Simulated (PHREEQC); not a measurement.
Dissolve 0.0083 mol KBr per kg of water at 25 °C. Closed to the air; pH follows from the charge balance.

Computed with PHREEQC (ion-association model, wateq4f.dat).

- ionic strength = 0.00830 mol/kgw

```csv
species,molality,activity,log γ
Br-,0.00830,0.00755,-0.041
K+,0.00830,0.00754,-0.042
H+,1.09e-7,1.01e-7,-0.037
OH-,1.09e-7,9.94e-8,-0.042
```

No solid was allowed to form. Species that the database lacks are ignored.
